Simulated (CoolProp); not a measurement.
Vapour-liquid equilibrium of carbon dioxide (1) + R134a (2) at 665 kPa; x and y are mole fractions of (1).

Values from CoolProp's multi-fluid Helmholtz-energy mixture model, Span 1996 and Tillner-Roth 1994; pair parameters Bell 2016.

Q: Give the bubble temperature and the first vapour's composition at x = 0.05, 0.275, 0.425. Is there an azeotrope?

A: x = 0.05: 289.4 K, y = 0.246; x = 0.275: 257.4 K, y = 0.805; x = 0.425: 244.6 K, y = 0.910. No azeotrope shows between x = 0.05 and 0.95.

Pair parameters are fitted to limited data, so mixtures are less certain than the pure fluids.
